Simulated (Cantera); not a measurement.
Feed: 1 mol Si₃H₈, 100 mol H₂, held at 7.50 Torr.

Equilibrium computed with Cantera from the NASA thermochemical tables; the gas is ideal and each condensed phase is pure. Candidate condensed phases: Si; 9 gas species. The feed counts by its element totals alone. Equilibrium is a limit: real reactors are often held back by kinetics, nucleation or transport. All values below are at 1400 K.

Base state: H₂ 1.000, H 4.86e-5 (mole fractions); condensed: Si(s).

**Question.** What changes in the equilibrium state with this change: Si₃H₈ replaced by SiH₂Cl₂?

**Answer.** 
```tsv
species	before	after
H₂	1.000	0.981
HCl	0	0.0177
SiCl₂	0	0.000941
H	4.86e-5	4.82e-5
Si(s), mol	3.00	0.903
```
